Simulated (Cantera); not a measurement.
Mixture: CH3OH : O2 : N2 = 1 : 2.63 : 9.89 (molar parts), at 18000 Torr, adiabatic and at constant pressure. Ignition delay is the time to a rise of 400 K.

Cantera simulation using GRI-Mech 3.0 (53 species, 325 reactions); the numbers are that mechanism's predictions, not measurements. GRI-Mech 3.0 was tuned for natural gas; its chemistry of methanol as a main component is partial and can be far from experiment. The pressure lies above the range GRI-Mech 3.0 was tuned for (to about 10 atm).

Task: What does this change do: constant volume in place of constant pressure?

Result: 
```json
[
 {"quantity": "delay at 1000 K", "before": "54.4 ms", "after": "53.9 ms"},
 {"quantity": "delay at 1200 K", "before": "0.932 ms", "after": "0.911 ms"},
 {"quantity": "delay at 1400 K", "before": "55.7 µs", "after": "52.2 µs"},
 {"quantity": "delay at 1600 K", "before": "8.23 µs", "after": "7.20 µs"},
 {"quantity": "delay at 1800 K", "before": "2.09 µs", "after": "1.71 µs"},
 {"quantity": "apparent activation energy between 1700 and 1900 K", "before": "160 kJ/mol", "after": "170 kJ/mol"}
]
```
